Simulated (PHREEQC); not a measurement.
Consider water at 25 °C with 0.0071 mol/kgw HF, 0.045 mol/kgw KF and 0.00089 mol/kgw NaCl. Closed to the air; pH follows from the charge balance.

Equilibrium calculation in PHREEQC: ion-association model, phreeqc.dat.

No solid was allowed to form.

Problem. Estimate the pH, specific conductance, ionic strength.

Solution. pH 3.95; specific conductance 5150 µS/cm; ionic strength 0.0460 mol/kgw.

Problem. In which forms is Na present?

Solution. Na+ 98 %, NaF 1.7 % of the Na.

Species that the database lacks are ignored.
